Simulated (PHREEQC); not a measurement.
1 kg of water holding 0.42 mol MgBr2, 0.15 mol KCl, 0.02 mol NaCl, 0.044 mol NaBr and 0.006 mol CaSO4 is evaporated at 25 °C; the solids stay in contact with the brine. CO2 from the air is kept out. The run lets Arcanite, Bischofite, Bloedite, Brucite, Carnallite, Epsomite, Glaserite, Glauberite, Gypsum, Anhydrite, Halite, Hexahydrite, Kainite, Kieserite, Leonite, Mirabilite, Misenite, Polyhalite, Portlandite, Schoenite, Sylvite, Syngenite, Thenardite, MgCl2_4H2O precipitate or redissolve, and no other solid.

Equilibrium calculation in PHREEQC: Pitzer model, pitzer.dat.

```tsv
water left (kg)	ionic strength	water activity	K in solution (mol/kgw)	Na in solution (mol/kgw)	Cl in solution (mol/kgw)
1	1.50	0.970	0.150	0.0640	0.170
0.8219	1.82	[?]	0.183	0.0779	0.207
0.6755	2.22	[?]	0.222	0.0947	0.252
0.5552	2.70	[?]	0.270	0.115	0.306
0.4563	3.28	0.923	0.329	0.140	0.373
0.375	3.99	[?]	0.400	0.171	0.453
0.3082	4.86	0.870	0.487	0.208	0.552
0.2533	5.91	0.828	0.592	0.253	0.671
```

**Question.** Some entries are withheld; supply them.

**Answer.** 
- 0.8219, water activity: 0.963
- 0.6755, water activity: 0.953
- 0.5552, water activity: 0.940
- 0.375, water activity: 0.900

Species that the database lacks are ignored.
